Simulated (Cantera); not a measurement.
Input (Python, Cantera):

```python
import numpy as np
import cantera as ct

gas = ct.Solution("gri30.yaml")
gas.TPX = 1648, 101325, {'CH4': 1, 'H2O': 3.3}
inlet = ct.Reservoir(gas, clone=True)

reactor = ct.IdealGasConstPressureReactor(gas, energy="off", clone=False)
exhaust = ct.Reservoir(gas, clone=True)
tau = [1.8, 0.78, 0.34, 0.15, 0.066, 0.029, 0.013, 0.0055, 0.0024, 0.0011][0]
for a, b in ((inlet, reactor), (reactor, exhaust)):
    ct.MassFlowController(a, b, mdot=lambda t: reactor.mass / tau)
net = ct.ReactorNet([reactor])
show = ['CH4', 'H2O', 'C2H6', 'CH2', 'O2', 'O', 'HCO']

rows = []
print(f"{'tau/s':>10s}{'T/K':>9s}" + "".join(f"{s:>11s}" for s in show))
for tau in [1.8, 0.78, 0.34, 0.15, 0.066, 0.029, 0.013, 0.0055, 0.0024, 0.0011]:
    net.initial_time = 0.0
    net.advance(30 * tau)
    before = gas.X
    net.advance(40 * tau)
    drift = np.max(np.abs(gas.X - before) / (gas.X + 1e-9))
    rows.append([gas.T, *gas[show].X, drift])
    print(f"{tau:10.3e}{gas.T:9.1f}" + "".join(f"{x:11.3e}" for x in gas[show].X))
```

Output:

```
     tau/s      T/K        CH4        H2O       C2H6        CH2         O2          O        HCO
 1.800e+00   1648.0  2.835e-02  4.393e-01  7.173e-06  1.824e-08  1.019e-10  2.085e-10  4.765e-09
 7.800e-01   1648.0  3.896e-02  4.889e-01  1.488e-05  2.967e-08  1.306e-10  2.139e-10  3.707e-09
 3.400e-01   1648.0  5.237e-02  5.443e-01  3.028e-05  4.525e-08  1.773e-10  2.257e-10  2.964e-09
 1.500e-01   1648.0  6.960e-02  5.978e-01  6.075e-05  6.362e-08  2.502e-10  2.480e-10  2.763e-09
 6.600e-02   1648.0  9.219e-02  6.446e-01  1.207e-04  8.263e-08  3.636e-10  2.876e-10  3.116e-09
 2.900e-02   1648.0  1.201e-01  6.822e-01  2.307e-04  1.003e-07  5.346e-10  3.561e-10  3.902e-09
 1.300e-02   1648.0  1.499e-01  7.111e-01  4.038e-04  1.161e-07  7.481e-10  4.649e-10  4.926e-09
 5.500e-03   1648.0  1.796e-01  7.350e-01  6.544e-04  1.317e-07  9.016e-10  6.332e-10  6.010e-09
 2.400e-03   1648.0  2.025e-01  7.514e-01  8.867e-04  1.418e-07  7.762e-10  8.030e-10  6.404e-09
 1.100e-03   1648.0  2.173e-01  7.608e-01  9.515e-04  1.371e-07  4.491e-10  8.558e-10  5.385e-09
```

Detailed kinetics in Cantera: GRI-Mech 3.0 (53 species, 325 reactions).
